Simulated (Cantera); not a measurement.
Feed: 1 mol MgO, 18 mol HCl, 2.7 mol N2, held at 0.000480 bar.

Method: chemical equilibrium by Gibbs-energy minimisation in Cantera with the NASA 1993 tables (ideal gas, pure condensed phases). Candidate condensed phases: H2O, Mg, MgCl2, MgO, Mg(OH)2, NH4Cl; 38 gas species. Equilibrium is a limit: real reactors are often held back by kinetics, nucleation or transport.

Q: What share of the Mg ends up in condensed phases as a function of T (K), at 1125, 1175, 1225, 1275, 1325, 1375, 1425, 1475, 1525, 1575, 1625, 1675, 1725?

A: 
```csv
T (K),Mg condensed (%),as
1125,80.1,MgO(s)
1175,72.6,MgO(s)
1225,63.5,MgO(s)
1275,52.7,MgO(s)
1325,40.1,MgO(s)
1375,25.8,MgO(s)
1425,9.9,MgO(s)
1475,0.0,-
1525,0.0,-
1575,0.0,-
1625,0.0,-
1675,0.0,-
1725,0.0,-
```
